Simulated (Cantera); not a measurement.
Feed: 1 mol Fe₂O₃, 3.2 mol O₂, 0.83 mol CO₂, equilibrated at 1377 °C and 10.0 Torr.

Cantera equilibrium calculation (NASA polynomials, part measured and part estimated; ideal gas, pure solids and liquids). Candidate condensed phases: C, Fe, Fe(CO)₅, FeO, Fe₂O₃, Fe₃O₄; 15 gas species. Kinetics and transport are ignored.

Base state: O₂ 0.802, CO₂ 0.198, O 0.000201, CO 7.21e-5 (mole fractions); condensed: Fe₃O₄(s).

**Question.** What changes in the equilibrium state with this change: Fe₂O₃ replaced by FeS₂?

**Answer.** 
```
species         before     after
-------------  -------  --------
SO₂                  0     0.594
CO₂              0.198     0.247
O₂               0.802     0.158
SO₃                  0  0.000510
SO                   0   4.10e-5
CO             7.21e-5  0.000202
Fe₃O₄(s), mol    0.667     0.333
```
Further candidate phases: FeS, FeSO₄, FeS₂, Fe₂(SO₄)₃, S.
